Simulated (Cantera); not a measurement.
An isothermal, constant-pressure homogeneous reactor starts with 69.0 % NO, 31.0 % N₂, at 1950 K and 0.0622 atm.

Detailed kinetics in Cantera: GRI-Mech 3.0 (53 species, 325 reactions).

Q: Predict: x(NO) at 40.0 s; x(O₂) at 40.0 s; x(N₂) at 40.0 s; x(NO₂) at 40.0 s; x(N₂O) at 40.0 s; x(O) at 40.0 s.

A: 
- x(NO) at 40.0 s: 0.0177 (gas-phase equilibrium 0.00773)
- x(O₂) at 40.0 s: 0.335 (gas-phase equilibrium 0.340)
- x(N₂) at 40.0 s: 0.646 (gas-phase equilibrium 0.651)
- x(NO₂) at 40.0 s: 1.05e-5 (gas-phase equilibrium 4.63e-6)
- x(N₂O) at 40.0 s: 1.71e-7 (gas-phase equilibrium 9.95e-8)
- x(O) at 40.0 s: 0.00105 (gas-phase equilibrium 0.00106)
